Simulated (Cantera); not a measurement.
Source: NASA polynomial tables (part measured, part estimated), evaluated in Cantera. Values are per mole of reaction as written; species without (g) are pure solids or liquids, kept so even where they would boil at 1 bar. ZrN: taken at fixed stoichiometry.

Q: Between 950 and 2750 K, where is each reaction favourable under standard conditions?
- 2 ZrN + 4 N₂O(g) ⇌ 5 N₂(g) + 2 ZrO₂

A: 
- 2 ZrN + 4 N₂O(g) ⇌ 5 N₂(g) + 2 ZrO₂: ΔG° is -1891 kJ at 950 K and -2069 kJ at 2750 K; it stays negative (K > 1). ΔH° is -1834 kJ and ΔS° 85 J/K at 2750 K.
